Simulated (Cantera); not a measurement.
A closed system holds: 1 mol FeS, 3.4 mol SO3, 3.9 mol O2, 4 mol SO2, at 477 °C and 180000 Pa.

Method: chemical equilibrium by Gibbs-energy minimisation in Cantera with the NASA 1993 tables (ideal gas, pure condensed phases). Candidate condensed phases: Fe, FeO, FeS, FeSO4, FeS2, Fe2O3, Fe2(SO4)3, Fe3O4, S; 12 gas species. Equilibrium is a limit: real reactors are often held back by kinetics, nucleation or transport.

Base state: SO3 0.886, SO2 0.110, O2 0.00426 (mole fractions); condensed: Fe2(SO4)3(s).

Task: What changes in the equilibrium state with this change: temperature from 477 °C to 1552 °C?

Result: 
```json
[
 {"species": "SO2", "before": "0.110", "after": "0.678"},
 {"species": "O2", "before": "0.00426", "after": "0.317"},
 {"species": "SO3", "before": "0.886", "after": "0.00494"},
 {"species": "O", "before": "<1e-9", "after": "6.45e-5"},
 {"species": "SO", "before": "<1e-9", "after": "2.34e-5"},
 {"species": "Fe2(SO4)3(s), mol", "before": "0.500", "after": "0"},
 {"species": "Fe3O4(s), mol", "before": "0", "after": "0.333"}
]
```
